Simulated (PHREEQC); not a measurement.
Make-up at 25 °C: 0.49 mmol/kgw CO2 and 0.29 mmol/kgw ZnSO4. Closed to the air; pH follows from the charge balance.

All values are PHREEQC results (ion-association model, phreeqc.dat), not measurements.

No solid was allowed to form.

Q: Estimate the pH.

A: pH 4.84.

Q: In which forms is Zn present?

A: Zn+2 95 %, ZnSO4 4.6 % of the Zn.

Species that the database lacks are ignored.
